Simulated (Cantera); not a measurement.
## Gas-phase reforming

An isothermal, constant-pressure homogeneous reactor starts with CH4 : H2O : H2 = 1 : 0.88 : 1.7 (molar parts), at 1798 K and 1400000 Pa.

Cantera simulation using GRI-Mech 3.0 (53 species, 325 reactions); the numbers are that mechanism's predictions, not measurements. The pressure lies above the range GRI-Mech 3.0 was tuned for (to about 10 atm).

| t (s) | x CH4 | x H2O | x H2 | x HCO | x CH3 |
|---|---|---|---|---|---|
| 2.00e-5 | 0.275 | 0.245 | 0.477 | 3.99e-9 | 0.000628 |
| 5.92e-5 | 0.268 | 0.244 | 0.482 | 4.49e-9 | 0.000619 |
| 0.000175 | 0.249 | 0.241 | 0.497 | 4.24e-9 | 0.000575 |
| 0.000518 | 0.206 | 0.232 | 0.531 | 3.77e-9 | 0.000478 |
| 0.00153 | 0.145 | 0.219 | 0.581 | 3.78e-9 | 0.000342 |
| 0.00453 | 0.103 | 0.204 | 0.619 | 6.55e-9 | 0.000249 |
| 0.0134 | 0.0947 | 0.182 | 0.640 | 1.55e-8 | 0.000226 |
| 0.0397 | 0.0866 | 0.143 | 0.673 | 3.41e-8 | 0.000202 |
| 0.117 | 0.0712 | 0.0918 | 0.718 | 6.12e-8 | 0.000160 |
| 0.347 | 0.0514 | 0.0472 | 0.762 | 8.71e-8 | 0.000112 |
| 1.03 | 0.0342 | 0.0190 | 0.792 | 1.05e-7 | 7.34e-5 |
| 3.04 | 0.0237 | 0.00491 | 0.809 | 1.14e-7 | 5.04e-5 |
| 9.00 | 0.0201 | 0.000487 | 0.814 | 1.17e-7 | 4.25e-5 |
x: mole fraction; the columns are a selection and need not sum to one.

Equilibrium at this temperature and pressure: CH4 0.0198, H2O 0.000192, H2 0.814, HCO 1.17e-7, CH3 4.20e-5 (gas phase only).
